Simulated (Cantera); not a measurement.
An adiabatic, constant-volume homogeneous reactor starts with CH₄ : C₂H₆ : O₂ : N₂ = 1 : 0.054 : 2.77 : 10.4 (molar parts), equivalence ratio 0.79, at 1050 K and 1.00 bar.

Computed with Cantera and GRI-Mech 3.0 (53 species, 325 reactions).

Task: Predict: time of steepest temperature rise; temperature at 4.00 s; equilibrium temperature; x(O₂) at 4.00 s; x(H) at 4.00 s; x(H₂O₂) at 4.00 s.

Result: 
```json
{
 "time_of_steepest_temperature_rise": "76.9 ms",
 "temperature at 4.00 s": "2671 K",
 "equilibrium_temperature": "2671 K",
 "x(O₂) at 4.00 s": "0.0396 (gas-phase equilibrium 0.0396)",
 "x(H) at 4.00 s": "0.00235 (gas-phase equilibrium 0.00235)",
 "x(H₂O₂) at 4.00 s": "4.30e-7 (gas-phase equilibrium 4.30e-7)"
}
```
